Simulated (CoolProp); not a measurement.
A single-stage vapour-compression cycle with the fluid: evaporating at 240.15 K (dew point), condensing at 287.15 K (bubble point), superheat 8 K, subcooling 5 K, compressor efficiency 0.75, no pressure losses. The same conditions are run with several fluids, on thermodynamics alone (safety and materials aside).

Values from CoolProp's reference Helmholtz-energy equation of state of each fluid (sulfur dioxide: Gao 2016; ammonia: Gao 2020; R124: de Vries 1995; trans-2-butene: Lemmon 2005; R134a: Tillner-Roth 1994; vinyl chloride: Thol 2022).

```tsv
fluid	cooling COP	pressure ratio	discharge temperature (K)	refrigerating effect (kJ/kg)	volumetric capacity (kJ/m³)
sulfur dioxide	3.17	(withheld)	424.8	(withheld)	362
ammonia	3.13	6.84	425.8	(withheld)	1040
R124	3.29	7.01	311.6	136	(withheld)
trans-2-butene	3.37	7.25	320.7	355	220
R134a	3.26	6.48	319.9	172	642
vinyl chloride	3.32	6.53	360.3	314	415
```

Task: Some entries are withheld; supply them.

Result: 
- sulfur dioxide, pressure ratio: 8.27
- sulfur dioxide, refrigerating effect (kJ/kg): 357
- ammonia, refrigerating effect (kJ/kg): 1200
- R124, volumetric capacity (kJ/m³): 351
